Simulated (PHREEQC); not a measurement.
1 kg of water holding 0.018 mol MgCl2, 0.042 mol KCl, 0.0057 mol SrCl2 and 0.12 mol CaCl2 is evaporated at 30 °C; the solids stay in contact with the brine. CO2 from the air is kept out. Only these solids could form: Bischofite, Brucite, Carnallite, Portlandite, Sylvite, MgCl2_4H2O.

The series has 19 steps of water left (kg), from 1 to 0.0293.

Model: Pitzer model, pitzer.dat, run in PHREEQC.

Which solids form, in which order, and at which step of the series does each first stand?

Sylvite from water left = 0.0293 kg.
